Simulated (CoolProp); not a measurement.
R142b along the isobar 59.5 bar: density (kg/m³) from the reference equation and from simpler models built on Tc = 137.1 °C, pc = 40.55 bar, ω = 0.232; each cubic takes its own stable root.

The numbers come from the reference Helmholtz-energy equation of state, Lemmon 2006 in CoolProp. It is a short technical equation, of lower accuracy than the large ones.

| T (°C) | phase | reference |
|---|---|---|
| 130.65 | liquid | 788.3 |
| 135.45 | liquid | 760.0 |
| 140.15 | supercritical | 728.2 |
| 144.85 | supercritical | 690.7 |
| 149.55 | supercritical | 644.6 |
| 154.35 | supercritical | 584.2 |
| 159.05 | supercritical | 511.8 |
| 163.75 | supercritical | 439.9 |
| 168.45 | supercritical | 383.5 |
| 173.25 | supercritical | 342.6 |
| 177.95 | supercritical | 313.7 |
| 182.65 | supercritical | 291.7 |
| 187.35 | supercritical | 274.4 |
| 192.15 | supercritical | 259.9 |
| 196.85 | supercritical | 248.0 |

Question: How far does each simpler model (Redlich-Kwong, Peng-Robinson) lie from the reference over these 15 states: mean and median of the absolute difference, and the worst?

Answer: 
- Redlich-Kwong: mean 8.8 %, median 3.6 %, worst -17.7 % at 140.15 °C and 59.5 bar
- Peng-Robinson: mean 5.8 %, median 7.1 %, worst -11.9 % at 154.35 °C and 59.5 bar
